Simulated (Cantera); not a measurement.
An isothermal, constant-pressure homogeneous reactor starts with 83.3 % N2O, 16.7 % H2O, at 1423 K and 1.00 bar.

Cantera simulation using GRI-Mech 3.0 (53 species, 325 reactions); the numbers are that mechanism's predictions, not measurements. GRI-Mech 3.0 was tuned for natural gas; its chemistry of N2O as a main component is partial and can be far from experiment. The temperature is held fixed by assumption; the heat of reaction is taken as removed at once.

Question: Predict: x(N2O) at 3.00 s; x(H2O) at 3.00 s; x(O2) at 3.00 s; x(N2) at 3.00 s; x(H) at 3.00 s.

Answer: 
- x(N2O) at 3.00 s: 1.00e-6 (gas-phase equilibrium 4.59e-8)
- x(H2O) at 3.00 s: 0.118 (gas-phase equilibrium 0.118)
- x(O2) at 3.00 s: 0.259 (gas-phase equilibrium 0.294)
- x(N2) at 3.00 s: 0.553 (gas-phase equilibrium 0.588)
- x(H) at 3.00 s: 2.58e-9 (gas-phase equilibrium 2.50e-9)
